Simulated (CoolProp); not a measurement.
Vapour-liquid equilibrium of cyclohexane (1) + benzene (2) at 49.15 °C; x and y are mole fractions of (1).

Model: multi-fluid Helmholtz-energy mixture model, Zhou 2014 and Thol 2012; pair parameters Bell 2016, in CoolProp.

Question: Give the bubble pressure and the first vapour's composition at x = 0.05, 0.2, 0.35. Is there an azeotrope?

Answer: x = 0.05: 0.03605 MPa, y = 0.075; x = 0.2: 0.03803 MPa, y = 0.246; x = 0.35: 0.03896 MPa, y = 0.377. y crosses x between x = 0.35 and 0.5: the model has an azeotrope there.

The pair parameters rest on a limited set of measurements; away from them the model extrapolates.
